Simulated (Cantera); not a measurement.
A Cantera script and what it prints.

```python
import numpy as np
import cantera as ct

gas_names = """
    H HNO HNO2 HNO3 HO2 H2 H2O H2O2 N NH NH2 NH3 NH2OH NO NO2 NO3 N2 N2H2 N2H4 N2O O OH O2 O3
""".split()
cond_names = """
    H2O(s) H2O(L)
""".split()


# ... load() reads the species with a 1 bar reference pressure and builds the phases ...
atoms = {
    'NH3': {'N': 1, 'H': 3},
    'O2': {'O': 2},
    'N2': {'N': 2},
    'H2': {'H': 2},
}
top_T = {}  # K; cautious upper limits of use, not melting points


# ... equilibrate(T, P, feed) seeds the gas with the atoms and calls Mixture.equilibrate('TP', solver="vcs", rtol=1e-11, max_steps=5000) ...
results = []
T = 2500  # K
P = 6100000  # Pa
for m in [0.39, 0.6, 0.8, 1, 1.2, 1.4, 1.6, 1.8, 2, 2.2, 2.4, 2.7, 2.9]:
    feed = {'NH3': 1, 'O2': m, 'N2': 12, 'H2': 0.07}  # mol
    mix = equilibrate(T, P, feed)
    results.append((T, P, feed, dict(zip(mix.species_names, mix.species_moles))))

top = {s: max(r[3][s] / sum(r[3][g] for g in gas_names) for r in results) for s in gas_names}
cols = sorted((s for s in top if top[s] > 0.001), key=lambda s: -top[s])[:6]
seen = [c for c in cond_names if any(r[3].get(c, 0) > 1e-12 for r in results)]
print("log10 of partial pressures in bar; condensed amounts in mol")
print(f"{'n(O2)':>10s}" + "".join(f"{s[:9]:>10s}" for s in cols + seen))
for T, P, feed, n in results:
    ng = sum(n[g] for g in gas_names)
    print(f"{feed['O2']:10.4g}" + "".join(f"{np.log10(max(n[s] / ng * P / 1e5, 1e-99)):10.3f}" for s in cols)
          + "".join(f"{n.get(c, 0):10.4g}" for c in seen))
```

Result:

```
log10 of partial pressures in bar; condensed amounts in mol
     n(O2)        N2        O2       H2O        H2        NO        OH
      0.39     1.734    -4.461     0.527     0.532    -2.612    -2.022
       0.6     1.734    -3.436     0.713     0.206    -2.099    -1.673
       0.8     1.732    -1.180     0.819    -0.817    -0.972    -1.056
         1     1.725    -0.143     0.817    -1.337    -0.457    -0.797
       1.2     1.719     0.164     0.811    -1.496    -0.307    -0.724
       1.4     1.712     0.342     0.805    -1.592    -0.221    -0.682
       1.6     1.706     0.467     0.799    -1.661    -0.161    -0.654
       1.8     1.700     0.562     0.793    -1.714    -0.117    -0.633
         2     1.694     0.639     0.786    -1.759    -0.081    -0.617
       2.2     1.688     0.703     0.781    -1.797    -0.052    -0.604
       2.4     1.682     0.758     0.775    -1.830    -0.028    -0.594
       2.7     1.673     0.827     0.766    -1.873     0.002    -0.581
       2.9     1.668     0.866     0.760    -1.898     0.019    -0.574
```

Equilibrium computed with Cantera from the NASA thermochemical tables; the gas is ideal and each condensed phase is pure. The ideal-gas law is rough above about 30 bar.
